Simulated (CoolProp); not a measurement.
C3F8 (R218) at 382.62 K and 0.151 MPa is compressed adiabatically to 0.682 MPa with isentropic efficiency 0.85. Each further row changes one setting.

Computed with CoolProp (reference Helmholtz-energy equation of state, Lemmon 2006). It is a short technical equation, of lower accuracy than the large ones.

| case | work (kJ/kg) | final temperature (K) | final density (kg/m³) |
|---|---|---|---|
| as stated | 30.4 | 417.8 | 38.6 |
| efficiency 1 | 25.8 | 413.1 | 39.1 |
| efficiency 0.65 | 39.7 | 427.4 | 37.6 |
